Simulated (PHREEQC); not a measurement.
Alkaline etch or developer

Dissolve 0.011 mol NaOH, 0.00026 mol Na2SiO3, 0.5 mol (CH3)4NCl and 0.018 mol CsOH per kg of water at 70 °C. Closed to the air; pH follows from the charge balance.

Computed with PHREEQC (ion-association model, wateq4f.dat).

No solid was allowed to form.

Question: What pH does the model give?

Answer: pH 11.07.

Question: In which forms is Si present?

Answer: H3SiO4- 80 %, H2SiO4-2 19 %, H4SiO4 0.8 % of the Si.

(CH3)4N+ isn't in the database: it is added as a free cation with an ion size of 4 Å. Away from 25 °C the constants follow the database's enthalpies or fits; those with neither stay at their 25 °C values.
